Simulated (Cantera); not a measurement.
Feed: 1 mol Cu2O, 0.65 mol H2, equilibrated at 1652 °C and 10000 Pa.

Equilibrium computed with Cantera from the NASA thermochemical tables; the gas is ideal and each condensed phase is pure. Candidate condensed phases: Cu, CuO, Cu(OH)2, Cu2O, H2O; 12 gas species. Each liquid is taken as pure. Mutual solubility and eutectic melting of coexisting phases are not modelled. Equilibrium is a limit: real reactors are often held back by kinetics, nucleation or transport.

Base state: H2O 0.886, O2 0.0849, Cu 0.0208, OH 0.00590, H2 0.00154, O 0.000339, CuO 0.000221, H 0.000119 (mole fractions); condensed: Cu(l) + Cu2O(l).

Q: What changes in the equilibrium state with this change: temperature from 1652 °C to 1750 °C?

A: 
```json
[
 {"species": "H2O", "before": "0.886", "after": "0.759"},
 {"species": "O2", "before": "0.0849", "after": "0.173"},
 {"species": "Cu", "before": "0.0208", "after": "0.0532"},
 {"species": "OH", "before": "0.00590", "after": "0.0107"},
 {"species": "Cu2", "before": "6.60e-5", "after": "0.000237"},
 {"species": "CuO", "before": "0.000221", "after": "0.000732"},
 {"species": "O", "before": "0.000339", "after": "0.00105"},
 {"species": "H", "before": "0.000119", "after": "0.000267"},
 {"species": "Cu(l), mol", "before": "1.54", "after": "1.85"},
 {"species": "Cu2O(l), mol", "before": "0.225", "after": "0.0515"}
]
```
